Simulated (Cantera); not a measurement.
**Si + SF6 + N2 + NF3 (silicon etching in halogen gases)**

Feed: 1 mol Si, 2.3 mol SF6, 71 mol N2, 4.4 mol NF3, at 0.100 bar.

These are equilibrium values from Cantera (NASA tables, ideal gas, pure condensed phases), not measurements of a reactor. Candidate condensed phases: S, Si, Si3N4; 29 gas species. The tables' values for SF3, SF5 are old estimates; treat these amounts as uncertain. The numbers say what is thermodynamically allowed, not how fast it happens.

From 1077 °C to 1427 °C nothing is condensed. The main Si-bearing gas is SiF4 throughout.

```
T (°C)   x N2    x F     x SF6     x SF4  x SiF4     x SF3     x SF2      x F2
------  -----  -----  --------  --------  ------  --------  --------  --------
1077    0.855  0.106    0.0268   8.47e-5  0.0117   2.82e-8  1.51e-10  0.000671
1127    0.853  0.108    0.0262  0.000579  0.0117   5.61e-7   7.29e-9  0.000405
1177    0.849  0.112    0.0236   0.00300  0.0116   7.60e-6   2.20e-7  0.000269
1227    0.838  0.124    0.0167   0.00954  0.0114   5.58e-5   3.19e-6  0.000208
1277    0.823  0.139   0.00787    0.0177  0.0112  0.000222   2.35e-5  0.000170
1327    0.814  0.149   0.00253    0.0223  0.0111  0.000594  0.000117  0.000129
1377    0.810  0.153  0.000679    0.0230  0.0111   0.00129  0.000470   9.35e-5
1427    0.807  0.157  0.000175    0.0212  0.0110   0.00239   0.00156   6.84e-5
```
x: gas mole fraction; nothing condenses.
